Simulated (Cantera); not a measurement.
A Cantera script and its output.

```python
import numpy as np
import cantera as ct

gas = ct.Solution("gri30.yaml")
gas.TPX = 1900, 1333, {'NO': 1, 'N2': 0.84}
inlet = ct.Reservoir(gas, clone=True)

reactor = ct.IdealGasConstPressureReactor(gas, energy="off", clone=False)
exhaust = ct.Reservoir(gas, clone=True)
tau = [27, 8.1, 2.5, 0.75, 0.23, 0.07, 0.021, 0.0065][0]
for a, b in ((inlet, reactor), (reactor, exhaust)):
    ct.MassFlowController(a, b, mdot=lambda t: reactor.mass / tau)
net = ct.ReactorNet([reactor])
show = ['NO', 'O', 'O2', 'NO2', 'N2O', 'N2']

rows = []
print(f"{'tau/s':>10s}{'T/K':>9s}" + "".join(f"{s:>11s}" for s in show))
for tau in [27, 8.1, 2.5, 0.75, 0.23, 0.07, 0.021, 0.0065]:
    net.initial_time = 0.0
    net.advance(30 * tau)
    before = gas.X
    net.advance(40 * tau)
    drift = np.max(np.abs(gas.X - before) / (gas.X + 1e-9))
    rows.append([gas.T, *gas[show].X, drift])
    print(f"{tau:10.3e}{gas.T:9.1f}" + "".join(f"{x:11.3e}" for x in gas[show].X))
```

Output:

```
     tau/s      T/K         NO          O         O2        NO2        N2O         N2
 2.700e+01   1900.0  3.243e-01  9.076e-04  1.089e-01  5.377e-05  2.770e-05  5.657e-01
 8.100e+00   1900.0  4.665e-01  6.040e-04  3.806e-02  4.449e-05  6.587e-05  4.948e-01
 2.500e+00   1900.0  5.214e-01  4.168e-04  1.071e-02  2.763e-05  8.976e-05  4.673e-01
 7.500e-01   1900.0  5.374e-01  3.238e-04  2.801e-03  1.871e-05  9.617e-05  4.594e-01
 2.300e-01   1900.0  5.418e-01  2.496e-04  6.605e-04  1.428e-05  8.903e-05  4.572e-01
 7.000e-02   1900.0  5.430e-01  1.447e-04  1.023e-04  9.266e-06  6.554e-05  4.567e-01
 2.100e-02   1900.0  5.434e-01  5.022e-05  8.316e-06  3.169e-06  3.294e-05  4.565e-01
 6.500e-03   1900.0  5.434e-01  1.455e-05  6.498e-07  5.713e-07  1.250e-05  4.565e-01
```

Cantera simulation using GRI-Mech 3.0 (53 species, 325 reactions); the numbers are that mechanism's predictions, not measurements. Radical loss at walls, strong at low pressure, is not modelled.
